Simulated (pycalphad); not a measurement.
An equivalent pycalphad script:

```python
from pycalphad import Database, equilibrium, calculate, variables as v
import numpy as np
db = Database('COST507.tdb')
comps = ['AL', 'SI', 'MG', 'VA']
phases = ['ALMG_BETA', 'ALMG_EPS', 'ALMG_GAMMA', 'DIAMOND_A4', 'FCC_A1', 'HCP_A3', 'LIQUID', 'MG2SI']
eq = equilibrium(db, comps, phases, {v.X('SI'): 0.0426, v.X('MG'): 0.019, v.T: np.arange(1650, 349, -40), v.P: 101325, v.N: 1}, output=['HM', 'SM'])
```

Source of the numbers: pycalphad with the COST 507 light-alloy database (1999); pressure 1 atm. No gas phase is included, though pure Mg would boil below 1650 K. The database dates from 1999; later assessments differ in places, in temperatures and in the compounds included. Phase fractions are per mole of atoms. Diffusion is slow at the low end, where real alloys seldom reach equilibrium.

Results at three of the temperatures:

```
T = 1610.00 K, P = 101325 Pa, N = 1 mol of atoms
G = -95470 J/mol, H = 51025 J/mol, S = 90.99 J/(mol K)  (SER reference)
chemical potentials (J/mol): Al -93411, Si -115599, Mg -152014
phase             fraction      x(Al)      x(Si)      x(Mg)
LIQUID              1.0000     0.9384     0.0426     0.0190
```

```
T = 1290.00 K, P = 101325 Pa, N = 1 mol of atoms
G = -67432 J/mol, H = 40909 J/mol, S = 83.99 J/(mol K)  (SER reference)
chemical potentials (J/mol): Al -65921, Si -79386, Mg -115256
phase             fraction      x(Al)      x(Si)      x(Mg)
LIQUID              1.0000     0.9384     0.0426     0.0190
```

```
T = 1050.00 K, P = 101325 Pa, N = 1 mol of atoms
G = -48029 J/mol, H = 33328 J/mol, S = 77.48 J/(mol K)  (SER reference)
chemical potentials (J/mol): Al -46937, Si -53623, Mg -89453
phase             fraction      x(Al)      x(Si)      x(Mg)
LIQUID              1.0000     0.9384     0.0426     0.0190
```

Changes of the phase set, refined by bisection:

```tsv
T (K)	phases above	phases below
899.3	liquid	fcc + liquid
830.9	fcc + liquid	fcc + liquid + MG2SI
830.6	fcc + liquid + MG2SI	diamond (Si) + fcc + MG2SI
```

Database names, with the compositions (at.%) that they take in these runs: MG2SI: Mg 67 Si 33.
